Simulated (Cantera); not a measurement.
## Ignition delay

Mixture: 13.1 % CH₃OH, 14.0 % O₂, 72.9 % N₂, equivalence ratio 1.4, at 1280 Torr, adiabatic and at constant volume. Ignition delay is the time to a rise of 400 K.

Detailed kinetics in Cantera: GRI-Mech 3.0 (53 species, 325 reactions). GRI-Mech 3.0 was tuned for natural gas; its chemistry of methanol as a main component is partial and can be far from experiment.

| T0 (K) | delay (ms) |
|---|---|
| 1048 | 108 |
| 1098 | 37.8 |
| 1148 | 14.5 |
| 1198 | 6.05 |
| 1248 | 2.72 |
| 1298 | 1.31 |
| 1348 | 0.673 |
| 1398 | 0.366 |
| 1448 | 0.210 |

The apparent activation energy between 1348 and 1448 K is 190 kJ/mol.
